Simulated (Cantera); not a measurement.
A closed system holds: 1 mol BCl3, 0.13 mol NH3.

Cantera equilibrium calculation (NASA polynomials, part measured and part estimated; ideal gas, pure solids and liquids). Candidate condensed phases: B, BN, NH4Cl; 21 gas species. The tables' values for BCl2 are old estimates. Equilibrium is a limit: real reactors are often held back by kinetics, nucleation or transport.

What condenses at these points (T in K, P in Pa): (1123, 10); (1523, 36000); (1123, 10); (1473, 600); (1773, 77)?


```json
[
 {"T (K)": "1123", "P in Pa": "10", "condensed phases": "BN", "B condensed (%)": "12.9"},
 {"T (K)": "1523", "P in Pa": "36000", "condensed phases": "BN", "B condensed (%)": "12.6"},
 {"T (K)": "1123", "P in Pa": "10", "condensed phases": "BN", "B condensed (%)": "12.9"},
 {"T (K)": "1473", "P in Pa": "600", "condensed phases": "BN", "B condensed (%)": "12.6"},
 {"T (K)": "1773", "P in Pa": "77", "condensed phases": "gas only", "B condensed (%)": "0.0"}
]
```
